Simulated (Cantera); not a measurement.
An isothermal, constant-pressure homogeneous reactor starts with CO : O2 : H2O : N2 = 0.02 : 0.007 : 0.033 : 1 (molar parts), equivalence ratio 1.4, at 1050 K and 0.390 bar.

Cantera simulation using GRI-Mech 3.0 (53 species, 325 reactions); the numbers are that mechanism's predictions, not measurements.

One state of this run: x CO = 0.00201; x O2 = 7.27e-11; x H2O = 0.0277; x HO2 = <1e-12; x H2 = 0.00369; x NO = 2.81e-7. x: mole fraction; the columns are a selection and need not sum to one.

Problem. Which value of t (s) does it belong to?
A) 0.0179
B) 0.000282
C) 0.0504
D) 9.00

Solution. D, 9.00
